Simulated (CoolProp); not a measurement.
The fluid at 293.15 K and 0.184 MPa is throttled through a valve to 0.00437 MPa with no heat exchange. The same conditions are run with several fluids, on thermodynamics alone (safety and materials aside).

Model: reference Helmholtz-energy equation of state of each fluid (octamethyltrisiloxane (MDM): Thol 2017; n-perfluorohexane: Gao 2022; R113: Marx 1992; R1336mzz(Z): McLinden 2020; dimethyl carbonate: Zhou 2011), in CoolProp.

```
fluid                        temperature change (K)                       final phase  final density (kg/m³)
---------------------------  ----------------------  --------------------------------  ---------------------
octamethyltrisiloxane (MDM)                    +0.1                            liquid                    820
n-perfluorohexane                             -31.8  two-phase, vapour fraction 0.316                   2.16
R113                                          -42.9  two-phase, vapour fraction 0.233                   1.70
R1336mzz(Z)                                   -50.9  two-phase, vapour fraction 0.307                   1.17
dimethyl carbonate                             -4.5  two-phase, vapour fraction 0.020                   8.31
```
